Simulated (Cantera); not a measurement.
# Equilibrium for titanium nitride, carbide and oxide coatings: Ti(OiPr)4 + H2O

Feed: 1 mol Ti(OiPr)4, a varied amount of H2O, at 14.0 Pa.

These are equilibrium values from Cantera (NASA tables, ideal gas, pure condensed phases), not measurements of a reactor. Candidate condensed phases: C, C6H6, C7H8, C8H18, H2O, Ti, TiC, TiO, TiO2, Ti2O3, Ti3O5, Ti4O7; 113 gas species. The feed counts by its element totals alone. Mutual solubility and eutectic melting of coexisting phases are not modelled. TiC, TiO: taken at fixed stoichiometry. Condensed phases not in the tables: Magnéli phases beyond Ti4O7, solid solutions among these carbides, nitrides and lower oxides. Rates play no part.

### Question
Map the stable condensed phases over T = 1373, 1473, 1573, 1673, 1773, 1873, 1973, 2073, 2173 K and n(H2O) in mol = 0.21, 0.31, 0.46, 0.69, 1, 1.5, 2.3, 3.4, 5, 7.5, 11, 17.

### Answer
```
T in K \ n(H2O) in mol
         0.21 0.31 0.46 0.69    1  1.5  2.3  3.4    5  7.5   11   17
   2173     A    A    A    A    A    A    A    A    A    B    C    C
   2073     A    A    A    A    A    A    A    A    A    B    C    C
   1973     A    A    A    A    A    A    A    A    A    D    E    F
   1873     A    A    A    A    A    A    A    A    A    D    E    G
   1773     A    A    A    A    A    A    A    A    A    D    C    G
   1673     A    A    A    A    A    A    A    A    A    D    C    G
   1573     A    A    A    A    A    A    A    A    A    D    G    G
   1473     A    A    A    A    A    A    A    A    A    H    G    G
   1373     A    A    A    A    A    A    A    A    A    H    G    G
```
A: C + TiC; B: TiC; C: Ti4O7; D: TiC + TiO; E: Ti3O5; F: TiO2 + Ti4O7; G: TiO2; H: TiC + Ti2O3.
